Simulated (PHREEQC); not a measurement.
Synthetic water in mg/kgw, 25 °C, pH 6.31, pe 1.4: Na 2520; K 1630; Ca 388; Mg 474; Cl 6910; S(6) as SO4 842; Alkalinity as HCO3 16.2; F 1.55.

Valence states are taken as typed.

Equilibrium calculation in PHREEQC: ion-association model, phreeqc.dat.

Each row changes one thing in this solution. Precipitation was switched off in this run.

```csv
case,MgSO4 (mol/kgw),CaSO4 (mol/kgw),CO2 (mol/kgw),F- (mol/kgw),MgF+ (mol/kgw),NaF (mol/kgw),SI of Fluorite (CaF2),SI of Gypsum (CaSO4:2H2O)
as made,0.00182,0.000656,0.000180,5.81e-5,2.16e-5,1.77e-6,-0.75,-0.83
F from 1.55 to 3.1 mg/kgw,0.00182,0.000657,0.000180,0.000116,4.32e-5,3.54e-6,-0.14,-0.83
pH from 6.31 to 6.01 at the same alkalinity,0.00182,0.000656,0.000361,5.81e-5,2.16e-5,1.77e-6,-0.75,-0.83
pH from 6.31 to 7.31 at the same alkalinity,0.00182,0.000656,1.76e-5,5.82e-5,2.16e-5,1.77e-6,-0.75,-0.83
Cl from 6910 to 20700 mg/kgw,0.00143,0.000496,0.000167,5.98e-5,2.02e-5,1.57e-6,-0.84,-0.94
```

Complexes and solids missing from the database can't appear.
